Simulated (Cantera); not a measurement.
A closed system holds: 1 mol SiCl4, 0.023 mol HCl, 180 mol N2, held at 1050 °C and 1 atm.

Method: chemical equilibrium by Gibbs-energy minimisation in Cantera with the NASA 1993 tables (ideal gas, pure condensed phases). Candidate condensed phases: NH4Cl, Si, Si3N4; 28 gas species. The tables' values for SiCl3 are old estimates; treat these amounts as uncertain. Equilibrium is a limit: real reactors are often held back by kinetics, nucleation or transport.

Base state: N2 0.994, SiCl4 0.00551, HCl 0.000127, SiCl3 1.25e-5, Cl 1.16e-5 (mole fractions); condensed: gas only.

Problem. What changes in the equilibrium state with this change: SiCl4 replaced by SiHCl3?

Solution. 
```json
[
 {"species": "N2", "before": "0.994", "after": "0.992"},
 {"species": "HCl", "before": "0.000127", "after": "0.00528"},
 {"species": "SiCl4", "before": "0.00551", "after": "0.00272"},
 {"species": "H2", "before": "<1e-9", "after": "0.000183"},
 {"species": "SiCl2", "before": "1.55e-7", "after": "3.88e-5"},
 {"species": "Cl", "before": "1.16e-5", "after": "5.16e-7"},
 {"species": "SiCl3", "before": "1.25e-5", "after": "0.000139"},
 {"species": "Si3N4(s), mol", "before": "0", "after": "0.158"}
]
```
N2 is the only nitrogen source here; it is nearly inert below about 1500 K, so the nitride shown seldom forms there in practice.
